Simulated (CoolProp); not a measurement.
Vapour-liquid equilibrium of R22 (1) + n-pentane (2) at 0.176 MPa; x and y are mole fractions of (1).

Model: multi-fluid Helmholtz-energy mixture model, Kamei 1995 and Thol 2019; pair parameters Bell 2016, in CoolProp.

```tsv
x	bubble temperature, mixture model (°C)	bubble temperature, Raoult's law (°C)	y, mixture model	y, Raoult's law
0.05	30.0	38.0	0.541	0.415
0.2	-3.1	11.7	0.893	0.815
0.35	-14.3	-2.3	0.946	0.919
0.5	-19.3	-11.4	0.963	0.960
0.65	-22.1	-17.9	0.972	0.980
0.8	-24.5	-23.0	0.981	0.991
0.95	-27.2	-27.1	0.994	0.998
```

The largest gap from Raoult's law is -14.8 K in bubble temperature, at x = 0.2. No azeotrope shows between x = 0.05 and 0.95.

The pair parameters rest on a limited set of measurements; away from them the model extrapolates. With so large a gap from Raoult's law the liquid may split in two, which this calculation doesn't test in full.
